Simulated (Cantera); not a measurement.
A closed system holds: 1 mol Si, a varied amount of N₂O, 89 mol H₂, held at 777 °C and 0.160 bar.

Equilibrium computed with Cantera from the NASA thermochemical tables; the gas is ideal and each condensed phase is pure. Candidate condensed phases: H₂O, Si, SiO₂, Si₂N₂O, Si₃N₄; 35 gas species. Mutual solubility and eutectic melting of coexisting phases are not modelled. The numbers say what is thermodynamically allowed, not how fast it happens.

x: gas mole fraction; n: condensed amount in mol.

| n(N₂O) (mol) | x H₂ | x N₂ | x H₂O | x NH₃ | x SiH₄ | x H | n Si(s) | n Si₂N₂O(s) | n SiO₂(β-quartz) |
|---|---|---|---|---|---|---|---|---|---|
| 0.31 | 1.00 | 7.54e-12 | 1.18e-11 | 1.86e-10 | 7.51e-8 | 2.03e-8 | 0.380 | 0.310 | 0 |
| 0.4 | 1.00 | 7.54e-12 | 1.18e-11 | 1.86e-10 | 7.51e-8 | 2.03e-8 | 0.200 | 0.400 | 0 |
| 0.51 | 1.000 | 0.000148 | 5.45e-6 | [?] | <1e-12 | 2.03e-8 | 0 | 0.497 | 0.00634 |
| 0.66 | 0.998 | 0.00239 | 1.38e-5 | [?] | <1e-12 | 2.03e-8 | 0 | 0.447 | 0.106 |
| 0.86 | 0.995 | 0.00536 | 1.80e-5 | [?] | <1e-12 | 2.02e-8 | 0 | 0.381 | 0.239 |
| 1.1 | 0.991 | 0.00890 | 2.12e-5 | [?] | <1e-12 | 2.02e-8 | 0 | 0.301 | 0.399 |
| 1.4 | 0.987 | 0.0133 | 2.41e-5 | [?] | <1e-12 | 2.01e-8 | 0 | 0.201 | 0.599 |

Problem. Complete the blanks.

Solution. 
- 0.51, x NH₃: 8.24e-7
- 0.66, x NH₃: 3.30e-6
- 0.86, x NH₃: 4.93e-6
- 1.1, x NH₃: 6.32e-6
- 1.4, x NH₃: 7.67e-6
